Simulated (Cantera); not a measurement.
Cantera run:

```python
import numpy as np
import cantera as ct

gas_names = [...]  # 95 gases of nasa_gas.yaml made of C, F, H
cond_names = """
    C(gr) C6H6(L) C7H8(L) C8H18(L),n-octa
""".split()


# ... load() reads the species with a 1 bar reference pressure and builds the phases ...
atoms = {
    'CF4': {'C': 1, 'F': 4},
    'F2': {'F': 2},
    'H2': {'H': 2},
}
top_T = {'C(gr)': 4500}  # K; cautious upper limits of use, not melting points


# ... equilibrate(T, P, feed) seeds the gas with the atoms and calls Mixture.equilibrate('TP', solver="vcs", rtol=1e-11, max_steps=5000) ...
results = []
feed = {'CF4': 1, 'F2': 0.017, 'H2': 1.1}  # mol
T = 1873  # K
P = 64  # Pa
mix = equilibrate(T, P, feed)
results.append((T, P, feed, dict(zip(mix.species_names, mix.species_moles))))
x = sorted(zip(gas.X, gas.species_names), reverse=True)
print(f"T = {T:g} K  P = {P:g} Pa  gas = {mix.phase_moles(0):.4g} mol")
print("   x: " + "  ".join(f"{s} {v:.3e}" for v, s in x if v > 1e-05))
print("   condensed (mol): " + ("  ".join(f"{mix.phase(i).name} {mix.phase_moles(i):.4g}"
      for i in range(1, mix.n_phases) if mix.phase_moles(i) > 1e-12) or "none"))
```

It prints:

```
T = 1873 K  P = 64 Pa  gas = 2.828 mol
   x: HF 7.779e-01  CF4 1.243e-01  CF2 5.044e-02  F 4.577e-02  CF3 1.526e-03  CF 1.085e-04
   condensed (mol): C(gr) 0.5012
```

Equilibrium computed with Cantera from the NASA thermochemical tables; the gas is ideal and each condensed phase is pure. Gases not in the tables: C2F6 and larger saturated fluorocarbons.
